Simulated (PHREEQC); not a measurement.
Make-up at 25 °C and 100 atm: 22 mmol/kgw Zn(NO3)2, 1 mmol/kgw MgSO4 and 0.11 mmol/kgw NaHCO3. Closed to the air; pH follows from the charge balance.

Equilibrium calculation in PHREEQC: ion-association model, phreeqc.dat.

```
Quantity                       Value
--------------------  --------------
pH                              6.29
ionic strength        0.0682 mol/kgw
specific conductance      4530 µS/cm
density                  1.005 g/cm³
total alkalinity        0.110 meq/kg
```

| species | molality | activity | log γ |
|---|---|---|---|
| NO3- | 0.0440 | 0.0345 | -0.105 |
| Zn+2 | 0.0215 | 0.00915 | -0.371 |
| Mg+2 | 0.000978 | 0.000440 | -0.347 |
| SO4-2 | 0.000544 | 0.000230 | -0.374 |
| ZnSO4 | 0.000429 | 0.000436 | 0.007 |
| Na+ | 0.000110 | 8.88e-5 | -0.093 |
| ZnHCO3+ | 4.11e-5 | 3.30e-5 | -0.095 |
| HCO3- | 3.51e-5 | 2.85e-5 | -0.091 |
| CO2 | 2.89e-5 | 2.93e-5 | 0.007 |
| ZnOH+ | 2.38e-5 | 1.92e-5 | -0.095 |

No solid was allowed to form. Under pressure, the constants of complexes without a molar volume in the database are unreliable.
